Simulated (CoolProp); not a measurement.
The numbers come from the reference Helmholtz-energy equation of state, Leachman 2009 in CoolProp.

Question: For normal hydrogen, give the phase and the density (kg/m³), Prandtl number, fugacity coefficient at 64 K and 25.9 bar; 64 K and 51.9 bar; 64 K and 104 bar.

Answer: 
- 64 K and 25.9 bar: supercritical; density 10.7, Prandtl number 0.748, fugacity coefficient 0.917
- 64 K and 51.9 bar: supercritical; density 22.3, Prandtl number 0.869, fugacity coefficient 0.854
- 64 K and 104 bar: supercritical; density 40.7, Prandtl number 0.915, fugacity coefficient 0.800

Viscosity comes from a separate model (Muzny 2013). Thermal conductivity comes from a separate model (Assael 2011).
